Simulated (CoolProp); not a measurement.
n-perfluorobutane at several states: Z from the reference equation and from simpler models built on Tc = 386.3 K, pc = 2322 kPa, ω = 0.372; each cubic takes its own stable root.

The numbers come from the reference Helmholtz-energy equation of state, Gao 2022 in CoolProp.

```json
[
 {"T (K)": "305.9", "p (kPa)": "4920", "phase": "liquid", "reference": "0.3066", "Redlich-Kwong": "0.3378", "Soave-Redlich-Kwong": "0.3223"},
 {"T (K)": "365.1", "p (kPa)": "2200", "phase": "liquid", "reference": "0.1474", "Redlich-Kwong": "0.1810", "Soave-Redlich-Kwong": "0.1708"},
 {"T (K)": "270.7", "p (kPa)": "498", "phase": "liquid", "reference": "0.03292", "Redlich-Kwong": "0.03689", "Soave-Redlich-Kwong": "0.03480"}
]
```
